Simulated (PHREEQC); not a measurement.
Solution (5 °C): 120 mmol/kgw HF, 12 mmol/kgw (CH3)4NF and 0.53 mmol/kgw (NH4)2SiF6. Closed to the air; pH follows from the charge balance.

Model: ion-association model, wateq4f.dat, run in PHREEQC.

Precipitation was switched off in this run.

**Question.** Order these F species by the share of F that they hold, largest first: HF2-, SiF6-2, HF, F-, H2F2.

**Answer.** HF (49 %), H2F2 (34 %), F- (11 %), HF2- (4.4 %), SiF6-2 (2.4 %)

The pH is 2.31 and the ionic strength 0.0191 mol/kgw. Species that the database lacks are ignored. (CH3)4N+ isn't in the database: it is added as a free cation with an ion size of 4 Å. wateq4f.dat counts part of the HF as a dimer, H2F2, which phreeqc.dat doesn't know; its constant is uncertain. At this temperature some constants are extrapolated from 25 °C, and those without enthalpy data are left unchanged. SiF6-2 is the database's only silicon fluoride.
